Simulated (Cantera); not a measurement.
Charge: 1 mol AlI₃, 1.7 mol N₂, a varied amount of H₂, held at 1325 °C and 13.3 mbar.

Equilibrium computed with Cantera from the NASA thermochemical tables; the gas is ideal and each condensed phase is pure. Candidate condensed phases: Al, AlI₃, AlN, I₂; 19 gas species. Equilibrium is a limit: real reactors are often held back by kinetics, nucleation or transport.

**Question.** What share of the Al ends up in condensed phases as a function of n(H₂) (mol), at 6.1, 7.8, 9.9, 13, 16, 20, 26, 33, 42, 54, 68, 87, 110?

**Answer.** 
| n(H₂) (mol) | Al condensed (%) | as |
|---|---|---|
| 6.1 | 59.6 | AlN(s) |
| 7.8 | 57.4 | AlN(s) |
| 9.9 | 54.9 | AlN(s) |
| 13 | 51.5 | AlN(s) |
| 16 | 48.6 | AlN(s) |
| 20 | 45.1 | AlN(s) |
| 26 | 40.5 | AlN(s) |
| 33 | 35.9 | AlN(s) |
| 42 | 30.9 | AlN(s) |
| 54 | 25.1 | AlN(s) |
| 68 | 19.5 | AlN(s) |
| 87 | 13.2 | AlN(s) |
| 110 | 6.7 | AlN(s) |
